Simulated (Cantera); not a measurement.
An adiabatic, constant-pressure homogeneous reactor starts with CH4 : CO : O2 : N2 : H2O = 1 : 0.15 : 4.72 : 47.2 : 2.8 (molar parts), at 1775 K and 1.00 bar. Integrator tolerance rtol = 1e-08.

Computed with Cantera and GRI-Mech 3.0 (53 species, 325 reactions).

Question: What does this change do: N2 47.2 to 37 parts?

Answer: 
```csv
quantity,before,after
time of steepest temperature rise,0.213 ms,0.183 ms
temperature at 8.00 s,2146 K,2215 K
equilibrium temperature,2146 K,2215 K
x(CH4) at 8.00 s,<1e-12 (gas-phase equilibrium <1e-12),<1e-12 (gas-phase equilibrium <1e-12)
x(CO) at 8.00 s,0.000397 (gas-phase equilibrium 0.000397),0.000705 (gas-phase equilibrium 0.000705)
x(O2) at 8.00 s,0.0442 (gas-phase equilibrium 0.0442),0.0539 (gas-phase equilibrium 0.0539)
x(H) at 8.00 s,7.49e-5 (gas-phase equilibrium 7.49e-5),0.000145 (gas-phase equilibrium 0.000145)
x(O) at 8.00 s,0.000402 (gas-phase equilibrium 0.000402),0.000693 (gas-phase equilibrium 0.000693)
x(H2O2) at 8.00 s,5.17e-8 (gas-phase equilibrium 5.17e-8),8.42e-8 (gas-phase equilibrium 8.42e-8)
x(C2H2) at 8.00 s,<1e-12 (gas-phase equilibrium <1e-12),<1e-12 (gas-phase equilibrium <1e-12)
```

Question: What does this change do: initial temperature 1775 to 1150 K?

Answer: 
```csv
quantity,before,after
time of steepest temperature rise,0.213 ms,0.171 s
temperature at 8.00 s,2146 K,1572 K
equilibrium temperature,2146 K,1570 K
x(CH4) at 8.00 s,<1e-12 (gas-phase equilibrium <1e-12),<1e-12 (gas-phase equilibrium <1e-12)
x(CO) at 8.00 s,0.000397 (gas-phase equilibrium 0.000397),1.30e-6 (gas-phase equilibrium 1.27e-6)
x(O2) at 8.00 s,0.0442 (gas-phase equilibrium 0.0442),0.0474 (gas-phase equilibrium 0.0470)
x(H) at 8.00 s,7.49e-5 (gas-phase equilibrium 7.49e-5),5.53e-8 (gas-phase equilibrium 5.35e-8)
x(O) at 8.00 s,0.000402 (gas-phase equilibrium 0.000402),2.25e-6 (gas-phase equilibrium 2.18e-6)
x(H2O2) at 8.00 s,5.17e-8 (gas-phase equilibrium 5.17e-8),5.79e-9 (gas-phase equilibrium 5.70e-9)
x(C2H2) at 8.00 s,<1e-12 (gas-phase equilibrium <1e-12),<1e-12 (gas-phase equilibrium <1e-12)
```
